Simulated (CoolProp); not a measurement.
Hydrogen chloride at 293.15 K and 6.66 MPa is throttled through a valve to 3.29 MPa with no heat exchange. Each further row changes one setting.

Model: reference Helmholtz-energy equation of state, Thol 2018, in CoolProp.

```json
[
 {"case": "as stated", "temperature change (K)": "-10.5", "final phase": "[?]", "final density (kg/m³)": "[?]"},
 {"case": "outlet pressure 0.987 MPa", "temperature change (K)": "[?]", "final phase": "two-phase, vapour fraction 0.271", "final density (kg/m³)": "[?]"},
 {"case": "outlet pressure 4.28 MPa", "temperature change (K)": "[?]", "final phase": "liquid", "final density (kg/m³)": "[?]"}
]
```

Task: What belongs in the gaps?

Result: 
- as stated, final phase: two-phase, vapour fraction 0.072
- as stated, final density (kg/m³): 492
- outlet pressure 0.987 MPa, temperature change (K): -52.7
- outlet pressure 0.987 MPa, final density (kg/m³): 72.8
- outlet pressure 4.28 MPa, temperature change (K): -1.1
- outlet pressure 4.28 MPa, final density (kg/m³): 844
